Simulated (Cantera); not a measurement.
**Thermodynamics of carbothermic reduction, feed Fe3O4 + C + CO**

Charge: 1 mol Fe3O4, 3.4 mol C, 0.08 mol CO, equilibrated at 6.40 mbar.

Equilibrium computed with Cantera from the NASA thermochemical tables; the gas is ideal and each condensed phase is pure. Candidate condensed phases: C, Fe, Fe(CO)5, FeO, Fe2O3, Fe3O4; 15 gas species. Each liquid is taken as pure. Mutual solubility and eutectic melting of coexisting phases are not modelled. The tables' stoichiometric FeO is somewhat more stable than real wüstite, so its field is too wide. FeO: taken at fixed stoichiometry. The numbers say what is thermodynamically allowed, not how fast it happens.

| T (K) | x CO | x Fe | x CO2 | x O | x FeO | x O2 | n Fe(l) | n FeO(l) |
|---|---|---|---|---|---|---|---|---|
| 1898 | 0.886 | 0.0170 | 0.0974 | 2.71e-6 | 0.000121 | 5.47e-7 | 2.68 | 0.255 |
| 1973 | 0.867 | 0.0419 | 0.0904 | 9.30e-6 | 0.000366 | 1.88e-6 | 2.58 | 0.270 |
| 2048 | 0.821 | 0.0964 | 0.0815 | 2.91e-5 | 0.00102 | 5.90e-6 | 2.34 | 0.282 |
| 2123 | 0.721 | 0.208 | 0.0684 | 8.41e-5 | 0.00261 | 1.70e-5 | 1.78 | 0.286 |
| 2198 | 0.520 | 0.426 | 0.0474 | 0.000226 | 0.00628 | 4.58e-5 | 0.0828 | 0.269 |
| 2273 | 0.462 | 0.447 | 0.0750 | 0.00105 | 0.0142 | 0.000394 | 0 | 0.0106 |
| 2348 | 0.463 | 0.445 | 0.0719 | 0.00247 | 0.0161 | 0.000918 | 0 | 0 |
| 2423 | 0.467 | 0.443 | 0.0660 | 0.00523 | 0.0171 | 0.00182 | 0 | 0 |
| 2498 | 0.472 | 0.440 | 0.0579 | 0.0100 | 0.0172 | 0.00313 | 0 | 0 |
| 2573 | 0.477 | 0.437 | 0.0480 | 0.0173 | 0.0161 | 0.00455 | 0 | 0 |
x: gas mole fraction; n: condensed amount in mol.

From 1898 K to 2198 K the condensed part is Fe(l) + FeO(l). At 2273 K the condensed part is FeO(l). From 2348 K to 2573 K nothing is condensed. The main Fe-bearing gas is Fe throughout.
